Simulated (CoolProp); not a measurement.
A Linde-Hampson liquefier for CF4 (R14): isothermal reversible compression at 320 K from 1 atm to 25 MPa, throttling to 1 atm, return gas leaving the recuperator 0 K below the feed. Each further row changes one setting.

The numbers come from the reference Helmholtz-energy equation of state, Platzer 1990 in CoolProp. This equation is an older, rougher fit; its heat capacities, sound speeds and derivatives of the liquid may be far off and weren't checked against measurements.

| case | liquid yield per pass | compression work (kJ/kg of gas) |
|---|---|---|
| as stated | (withheld) | 154 |
| high pressure 50 MPa | (withheld) | 178 |
| warm-end temperature 350 K | 0.188 | 173 |
| warm-end gap 5 K | (withheld) | 154 |

Task: Fill in the missing entries.

Result: 
- as stated, liquid yield per pass: 0.242
- high pressure 50 MPa, liquid yield per pass: 0.250
- warm-end gap 5 K, liquid yield per pass: 0.230
